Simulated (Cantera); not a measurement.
**Carbon deposition, reforming and gasification: C3H6 + O2 + H2**

A closed system holds: 1 mol C3H6, 0.02 mol O2, a varied amount of H2, equilibrated at 873 K and 1 atm.

Method: chemical equilibrium by Gibbs-energy minimisation in Cantera with the NASA 1993 tables (ideal gas, pure condensed phases). Candidate condensed phases: C, C6H6, C7H8, C8H18, H2O; 110 gas species. The numbers say what is thermodynamically allowed, not how fast it happens.

```tsv
n(H2) (mol)	x H2	x CH4	x H2O	x CO	x CO2	x C2H6	x C2H4	n C(graphite)
9.8	0.744	0.252	0.00297	0.000924	9.83e-6	4.21e-6	1.68e-7	0.413
21	0.855	0.143	0.00170	0.000198	1.05e-6	1.17e-6	4.07e-8	0
32	0.905	0.0937	0.00117	7.56e-5	2.62e-7	4.79e-7	1.57e-8	0
43	0.929	0.0697	0.000890	3.95e-5	1.01e-7	2.59e-7	8.25e-9	0
54	0.944	0.0555	0.000716	2.41e-5	4.89e-8	1.62e-7	5.08e-9	0
65	0.953	0.0461	0.000599	1.63e-5	2.73e-8	1.10e-7	3.44e-9	0
76	0.960	0.0395	0.000515	1.17e-5	1.67e-8	8.02e-8	2.48e-9	0
87	0.965	0.0345	0.000451	8.82e-6	1.10e-8	6.09e-8	1.87e-9	0
98	0.969	0.0306	0.000401	6.89e-6	7.61e-9	4.78e-8	1.46e-9	0
```
x: gas mole fraction; n: condensed amount in mol.

At 9.8 mol H2 the condensed part is C(graphite). From 21 mol H2 to 98 mol H2 nothing is condensed. The main C-bearing gas is CH4 throughout.
